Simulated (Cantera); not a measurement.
TEOS + O2 + N2 (silicon oxide and oxynitride deposition)

Feed: 1 mol TEOS, 0.064 mol O2, 19 mol N2, held at 0.00133 bar.

These are equilibrium values from Cantera (NASA tables, ideal gas, pure condensed phases), not measurements of a reactor. Candidate condensed phases: C, C6H6, C7H8, C8H18, H2O, Si, SiC, SiO2, Si2N2O, Si3N4; 151 gas species. The feed counts by its element totals alone. N2 is the only nitrogen source here; it is nearly inert below about 1500 K, so the nitride shown seldom forms there in practice. Rates play no part.

```json
[
 {"T (°C)": "977", "x N2": "0.576", "x H2": "0.311", "x CO": "0.113", "x H": "7.39e-6", "x HCN": "5.37e-5", "x SiO": "1.40e-6", "n C(graphite)": "4.37", "n Si2N2O(s)": "0.500", "n SiC(s)": "0"},
 {"T (°C)": "1027", "x N2": "0.576", "x H2": "0.311", "x CO": "0.113", "x H": "1.69e-5", "x HCN": "8.76e-5", "x SiO": "6.55e-6", "n C(graphite)": "4.37", "n Si2N2O(s)": "0.500", "n SiC(s)": "0"},
 {"T (°C)": "1077", "x N2": "0.576", "x H2": "0.311", "x CO": "0.113", "x H": "3.64e-5", "x HCN": "0.000138", "x SiO": "2.73e-5", "n C(graphite)": "4.37", "n Si2N2O(s)": "0.500", "n SiC(s)": "0"},
 {"T (°C)": "1127", "x N2": "0.576", "x H2": "0.311", "x CO": "0.113", "x H": "7.43e-5", "x HCN": "0.000210", "x SiO": "0.000103", "n C(graphite)": "4.37", "n Si2N2O(s)": "0.498", "n SiC(s)": "0"},
 {"T (°C)": "1177", "x N2": "0.573", "x H2": "0.302", "x CO": "0.124", "x H": "0.000142", "x HCN": "0.000305", "x SiO": "0.000196", "n C(graphite)": "2.87", "n Si2N2O(s)": "0", "n SiC(s)": "0.993"},
 {"T (°C)": "1227", "x N2": "0.573", "x H2": "0.301", "x CO": "0.124", "x H": "0.000265", "x HCN": "0.000439", "x SiO": "0.000244", "n C(graphite)": "2.87", "n Si2N2O(s)": "0", "n SiC(s)": "0.992"},
 {"T (°C)": "1277", "x N2": "0.573", "x H2": "0.301", "x CO": "0.124", "x H": "0.000473", "x HCN": "0.000618", "x SiO": "0.000298", "n C(graphite)": "2.87", "n Si2N2O(s)": "0", "n SiC(s)": "0.990"},
 {"T (°C)": "1327", "x N2": "0.573", "x H2": "0.301", "x CO": "0.124", "x H": "0.000817", "x HCN": "0.000850", "x SiO": "0.000360", "n C(graphite)": "2.87", "n Si2N2O(s)": "0", "n SiC(s)": "0.988"},
 {"T (°C)": "1377", "x N2": "0.573", "x H2": "0.300", "x CO": "0.124", "x H": "0.00136", "x HCN": "0.00115", "x SiO": "0.000430", "n C(graphite)": "2.86", "n Si2N2O(s)": "0", "n SiC(s)": "0.986"},
 {"T (°C)": "1427", "x N2": "0.572", "x H2": "0.300", "x CO": "0.124", "x H": "0.00221", "x HCN": "0.00152", "x SiO": "0.000507", "n C(graphite)": "2.85", "n Si2N2O(s)": "0", "n SiC(s)": "0.983"},
 {"T (°C)": "1477", "x N2": "0.572", "x H2": "0.299", "x CO": "0.124", "x H": "0.00348", "x HCN": "0.00197", "x SiO": "0.000593", "n C(graphite)": "2.84", "n Si2N2O(s)": "0", "n SiC(s)": "0.980"}
]
```
x: gas mole fraction; n: condensed amount in mol.

From 977 °C to 1127 °C the condensed part is C(graphite) + Si2N2O(s). From 1177 °C to 1477 °C the condensed part is C(graphite) + SiC(s). The main Si-bearing gas is SiO throughout.
